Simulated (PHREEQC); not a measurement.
Solution (25 °C): 0.3 mol/kgw HF. Closed to the air; pH follows from the charge balance.

Equilibrium calculation in PHREEQC: ion-association model, phreeqc.dat.

No solid was allowed to form.

Task: Estimate the pH, ionic strength.

Result: pH 1.71; ionic strength 0.0218 mol/kgw.

Task: In which forms is F present?

Result: HF 89 %, HF2- 7.4 %, F- 3.6 % of the F.

Species that the database lacks are ignored.
